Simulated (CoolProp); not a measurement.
Vapour-liquid equilibrium of R245fa (1) + n-pentane (2) at 1.29 bar; x and y are mole fractions of (1).

The numbers come from the multi-fluid Helmholtz-energy mixture model, Akasaka 2015 and Thol 2019; pair parameters Bell 2016 in CoolProp.

| x | bubble temperature, mixture model (°C) | bubble temperature, Raoult's law (°C) | y, mixture model | y, Raoult's law |
|---|---|---|---|---|
| 0.05 | 30.3 | 41.6 | 0.375 | 0.102 |
| 0.2 | 18.1 | 37.0 | 0.634 | 0.352 |
| 0.35 | 16.3 | 33.1 | 0.671 | 0.539 |
| 0.5 | 16.1 | 29.8 | 0.675 | 0.685 |
| 0.65 | 16.1 | 26.9 | 0.682 | 0.801 |
| 0.8 | 16.3 | 24.3 | 0.720 | 0.897 |
| 0.95 | 18.8 | 22.0 | 0.874 | 0.976 |

The largest gap from Raoult's law is -18.9 K in bubble temperature, at x = 0.2. y crosses x between x = 0.65 and 0.8: the model has an azeotrope there.

Pair parameters are fitted to limited data, so mixtures are less certain than the pure fluids. With so large a gap from Raoult's law the liquid may split in two, which this calculation doesn't test in full.
